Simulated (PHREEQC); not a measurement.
Solution (25 °C): 0.00035 mol/kgw Na2SeO4, 0.0017 mol/kgw H3PO4 and 0.015 mol/kgw CaCl2. Closed to the air; pH follows from the charge balance.

The numbers come from PHREEQC with the ion-association model, wateq4f.dat.

Precipitation was switched off in this run.

Problem. Order these P species by the share of P that they hold, largest first: H2PO4-, CaH2PO4+, H3PO4.

Solution. H2PO4- (75 %), CaH2PO4+ (14 %), H3PO4 (12 %)

The pH is 2.89 and the ionic strength 0.0471 mol/kgw. H3PO4, which wateq4f.dat lacks, is added to it with the constant of phreeqc.dat.
